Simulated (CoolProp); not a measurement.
Properties of ethane at several states (Tc = 305.3 K, pc = 48.72 bar, ω = 0.099).

The numbers come from the reference Helmholtz-energy equation of state, Bücker 2006 in CoolProp.

```tsv
T (K)	p (bar)	phase	cp (kJ/(kg K))	cv (kJ/(kg K))	isothermal compressibility (1/MPa)	expansivity (1/kK)	Prandtl number
314.5	97.6	supercritical	3.934	1.758	0.03021	8.462	2.22
555.9	218	supercritical	3.265	2.598	0.04205	2.752	1.03
567.8	227	supercritical	3.290	2.640	0.03986	2.623	1.02
280.1	0.695	gas	1.684	1.400	14.48	3.639	0.792
278.2	8.16	gas	1.820	1.432	1.340	4.646	0.839
```

Viscosity comes from a separate model (Friend 1991). Thermal conductivity comes from a separate model (Friend 1991).
